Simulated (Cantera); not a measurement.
Charge: 1 mol n-butane, 0.04 mol CO2, 0.17 mol N2, a varied amount of H2, equilibrated at 7.90 bar.

Method: chemical equilibrium by Gibbs-energy minimisation in Cantera with the NASA 1993 tables (ideal gas, pure condensed phases). Candidate condensed phases: C, C6H6, C7H8, C8H18, H2O; 136 gas species. Equilibrium is a limit: real reactors are often held back by kinetics, nucleation or transport.

Stable condensed phases, one row left out:

```
T in °C \ n(H2) in mol
         0.95  1.3  1.9  2.6  3.7  5.2  7.3   10   14   20   29   40   57
   2000     A    A    A    A    A    A    A    A    A    A    A    A    A
   1850     A    A    A    A    A    A    A    A    A    A    A    A    A
   1700     A    A    A    A    A    A    A    A    A    A    A    A    A
   1550     A    A    A    A    A    A    A    A    A    A    A    A    A
   1400     A    A    A    A    A    A    A    A    A    A    A    A    A
   1250     A    A    A    A    A    A    A    A    A    A    A    A    A
   1100     A    A    A    A    A    A    A    A    A    A    A    A    A
    800     A    A    A    A    A    A    A    A    A    B    B    B    B
    650     A    A    A    A    A    A    A    B    B    B    B    B    B
```

A: C; B: gas only.

Q: Give the row for 950 °C.

A: 0.95: C; 1.3: C; 1.9: C; 2.6: C; 3.7: C; 5.2: C; 7.3: C; 10: C; 14: C; 20: C; 29: C; 40: C; 57: gas only.
